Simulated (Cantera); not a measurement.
Ignition delay

Mixture: 5.52 % CH4, 0.718 % C2H6, 0.608 % C3H8, 18.8 % O2, 70.7 % N2, 3.59 % H2, equivalence ratio 0.98, at 1.80 bar, adiabatic and at constant pressure. Ignition delay is the time to a rise of 400 K.

Detailed kinetics in Cantera: GRI-Mech 3.0 (53 species, 325 reactions).

| T0 (K) | delay (ms) |
|---|---|
| 1300 | 0.313 |
| 1350 | 0.199 |
| 1400 | 0.129 |
| 1450 | 0.0864 |
| 1500 | 0.0592 |
| 1550 | 0.0417 |
| 1600 | 0.0302 |
| 1650 | 0.0225 |

| Quantity | Value |
|---|---|
| apparent activation energy between 1550 and 1650 K | 130 kJ/mol |
